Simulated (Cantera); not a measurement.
A closed system holds: 1 mol SiCl₄, 18 mol NH₃, equilibrated at 0.100 bar.

Equilibrium computed with Cantera from the NASA thermochemical tables; the gas is ideal and each condensed phase is pure. Candidate condensed phases: NH₄Cl, Si, Si₃N₄; 28 gas species. Gases not in the tables: Si₂H₆ and higher silanes. Equilibrium is a limit: real reactors are often held back by kinetics, nucleation or transport.

Over these rows the condensed part is Si₃N₄(s). Partial pressures as log10 of bar:

| T (K) | 1000/T (1/K) | log p Si | log p H₂ | log p N₂ | log p HCl |
|---|---|---|---|---|---|
| 1600 | 0.6250 | -8.26 | -1.17 | -1.65 | -2.00 |
| 1650 | 0.6061 | -7.58 | -1.17 | -1.65 | -2.02 |
| 1700 | 0.5882 | -6.94 | -1.17 | -1.64 | -2.04 |
| 1750 | 0.5714 | -6.34 | -1.17 | -1.64 | -2.07 |
| 1800 | 0.5556 | ? | -1.17 | -1.64 | -2.11 |
| 1850 | 0.5405 | -5.24 | -1.17 | -1.63 | -2.16 |

Problem. Fit log p(Si) = a + b·(1000/T) to the five rows, give the apparent enthalpy, and predict the row at 1800 K.

Solution. Means: 1000/T = 0.5862, log p = -6.872. Sxy = -0.150536, Sxx = 0.0042130, so b = -35.73 and a = -6.872 − (-35.73)×0.5862 = 14.07.
Apparent enthalpy: −19.145 × (-35.73) = 684 kJ/mol. With the condensed phases at unit activity, 1/3 Si₃N₄(s) = Si(g) + 2/3 N₂(g) links this pressure to the main gases: over the six rows their terms move log p by -0.01 in all, so the slope is close to that reaction's ΔH°. The five rows lie within 0.01 of the line.
Prediction at 1800 K: 14.07 + (-35.73)×0.5556 = -5.78. The computed value is -5.78, 0.00 from the line.
